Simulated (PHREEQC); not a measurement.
Dissolve 0.0036 mol LiOH and 0.008 mol NH4BF4 per kg of water at 25 °C. Closed to the air; pH follows from the charge balance.

The numbers come from PHREEQC with the ion-association model, wateq4f.dat.

Precipitation was switched off in this run.

Task: Order these B species by the share of B that they hold, largest first: BF4-, H3BO3, BF2(OH)2-, BF3OH-.

Result: BF4- (65 %), H3BO3 (18 %), BF3OH- (11 %), BF2(OH)2- (6.4 %)

Task: Order these F species by the share of F that they hold, largest first: HF, BF4-, BF2(OH)2-, BF3OH-, F-.

Result: BF4- (65 %), F- (17 %), BF3OH- (7.9 %), HF (7.0 %), BF2(OH)2- (3.2 %)

The pH is 3.50 and the ionic strength 0.0120 mol/kgw. Species that the database lacks are ignored. Real BF4- forms and hydrolyses slowly; the run takes it at equilibrium.
